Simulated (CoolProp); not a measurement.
Saturation properties of octamethyltrisiloxane (MDM).

Computed with CoolProp (reference Helmholtz-energy equation of state, Thol 2017).

| T (K) | p (MPa) | enthalpy of vaporisation (kJ/kg) | surface tension (mN/m) |
|---|---|---|---|
| 396.3 | 0.04374 | 165.4 | 8.45 |
| 403.9 | 0.05519 | 162.2 | 7.89 |
| 411.5 | 0.06889 | 158.9 | 7.35 |
| 419 | 0.08489 | 155.6 | 6.83 |
| 426.6 | 0.1039 | 152.1 | 6.31 |
| 434.1 | 0.1258 | 148.7 | 5.81 |
| 441.7 | 0.1514 | 145.0 | 5.32 |
| 449.3 | 0.1808 | 141.3 | 4.85 |
| 456.8 | 0.2140 | 137.4 | 4.39 |
| 464.4 | 0.2521 | 133.4 | 3.94 |
| 471.9 | 0.2946 | 129.3 | 3.51 |
| 479.5 | 0.3429 | 124.9 | 3.10 |
| 487.1 | 0.3971 | 120.2 | 2.70 |

It boils at 425.6 K under 1 atm.

Surface tension comes from a separate correlation (Mulero 2014), older than this fluid's equation and unchecked against measurements.
